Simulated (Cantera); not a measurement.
Feed: 1 mol Ti(OiPr)4, 0.45 mol H2O, held at 14.0 mbar.

Cantera equilibrium calculation (NASA polynomials, part measured and part estimated; ideal gas, pure solids and liquids). Candidate condensed phases: C, C6H6, C7H8, C8H18, H2O, Ti, TiC, TiO, TiO2, Ti2O3, Ti3O5, Ti4O7; 113 gas species. The feed counts by its element totals alone. TiC: taken at fixed stoichiometry. Kinetics and transport are ignored.

Problem. At 2198 K, list the 4 most abundant gas species with their mole fractions, and the condensed phases.

Solution. H2 0.727, CO 0.231, H 0.0401, C2H2 (acetylene) 0.00184. Condensed: C(graphite) + TiC(s).
